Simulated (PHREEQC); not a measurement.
A made-up water analysis in mg/kgw, 50 °C, pH 2.77, pe 8.7:

| constituent | mg/kgw |
|---|---|
| Na | 1420 |
| K | 45.7 |
| Ca | 100 |
| Mg | 452 |
| Cl | 1050 |
| S(6) as SO4 | 5720 |
| Cu(2) | 5.94 |
| Al | 433 |
| Si as SiO2 | 3.31 |

Cl is adjusted to close the charge balance.
Valence states are taken as typed.

All values are PHREEQC results (ion-association model, wateq4f.dat), not measurements.

| Property | Value |
|---|---|
| ionic strength | 0.139 mol/kgw |
| total alkalinity | -5.31 meq/kg |

```tsv
species	molality	activity	log γ
Na+	0.0591	0.0445	-0.123
Cl-	0.0397	0.0289	-0.137
SO4-2	0.0251	0.00796	-0.498
AlSO4+	0.0112	0.00832	-0.128
MgSO4	0.0100	0.0104	0.014
Mg+2	0.00856	0.00306	-0.446
HSO4-	0.00320	0.00238	-0.128
Al(SO4)2-	0.00313	0.00233	-0.128
NaSO4-	0.00271	0.00206	-0.119
H+	0.00211	0.00170	-0.094
Al+3	0.00173	0.000245	-0.848
Ca+2	0.00150	0.000510	-0.469
```

This is a speciation only: nothing precipitates in the calculation. At this temperature some constants are extrapolated from 25 °C, and those without enthalpy data are left unchanged.
